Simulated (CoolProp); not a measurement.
Computed with CoolProp (reference Helmholtz-energy equation of state, Leachman 2009).

### Question
Give the vapour pressure (bar), liquid cp (kJ/(kg K)), vapour Z, surface tension (mN/m) of saturated normal hydrogen at -247.15, -244.05 °C.

### Answer
```json
[
 {"T (°C)": "-247.15", "p (bar)": "3.94", "liquid cp (kJ/(kg K))": "14.5", "vapour Z": "0.771", "surface tension (mN/m)": "0.961"},
 {"T (°C)": "-244.05", "p (bar)": "6.94", "liquid cp (kJ/(kg K))": "21.2", "vapour Z": "0.662", "surface tension (mN/m)": "0.475"}
]
```

Surface tension comes from a separate correlation (Mulero 2012).
